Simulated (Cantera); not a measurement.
## Aluminium nitride and oxide growth: Al + O₂ + N₂

A closed system holds: 1 mol Al, 11 mol O₂, 50 mol N₂, at 0.450 Torr.

These are equilibrium values from Cantera (NASA tables, ideal gas, pure condensed phases), not measurements of a reactor. Candidate condensed phases: Al, AlN, Al₂O₃; 16 gas species. Kinetics and transport are ignored.

From 1125 °C to 1625 °C the condensed part is Al₂O₃(s).

```tsv
T (°C)	x N₂	x O₂	x NO	x O	x NO₂	x N₂O	n Al₂O₃(s)
1125	0.830	0.170	0.000661	1.54e-5	1.09e-7	1.06e-9	0.500
1175	0.829	0.170	0.000867	3.28e-5	1.21e-7	1.36e-9	0.500
1225	0.829	0.170	0.00112	6.63e-5	1.33e-7	1.72e-9	0.500
1275	0.829	0.169	0.00142	0.000128	1.45e-7	2.15e-9	0.500
1325	0.829	0.169	0.00177	0.000238	1.58e-7	2.65e-9	0.500
1375	0.829	0.169	0.00217	0.000425	1.70e-7	3.23e-9	0.500
1425	0.828	0.168	0.00264	0.000733	1.83e-7	3.89e-9	0.500
1475	0.828	0.168	0.00317	0.00123	1.96e-7	4.63e-9	0.500
1525	0.827	0.167	0.00377	0.00199	2.09e-7	5.45e-9	0.500
1575	0.826	0.166	0.00444	0.00315	2.21e-7	6.36e-9	0.500
1625	0.825	0.165	0.00516	0.00486	2.33e-7	7.36e-9	0.500
```
x: gas mole fraction; n: condensed amount in mol.
